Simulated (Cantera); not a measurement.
Charge: 1 mol CH₃SiCl₃, 0.013 mol CH₄, 4.3 mol H₂, equilibrated at 1027 °C and 75.0 Torr.

Cantera equilibrium calculation (NASA polynomials, part measured and part estimated; ideal gas, pure solids and liquids). Candidate condensed phases: C, C₆H₆, C₇H₈, C₈H₁₈, Si, SiC; 109 gas species. The feed counts by its element totals alone. The tables' values for SiCl₃ are old estimates; treat these amounts as uncertain. The numbers say what is thermodynamically allowed, not how fast it happens.

Base state: H₂ 0.643, HCl 0.335, SiCl₄ 0.0175, SiCl₃ 0.00201, SiHCl₃ 0.00153, SiCl₂ 0.00137, CH₄ 0.000325, SiH₂Cl₂ 1.89e-5 (mole fractions); condensed: C(graphite) + SiC(s).

Problem. What changes in the equilibrium state with this change: CH₃SiCl₃ replaced by CH₃SiH₃?

Solution. 
| species | before | after |
|---|---|---|
| H₂ | 0.643 | 0.999 |
| CH₄ | 0.000325 | 0.000785 |
| HCl | 0.335 | 0 |
| SiCl₄ | 0.0175 | 0 |
| SiCl₃ | 0.00201 | 0 |
| SiHCl₃ | 0.00153 | 0 |
| SiCl₂ | 0.00137 | 0 |
| C(graphite), mol | 0.172 | 0.00724 |
| SiC(s), mol | 0.839 | 1.00 |
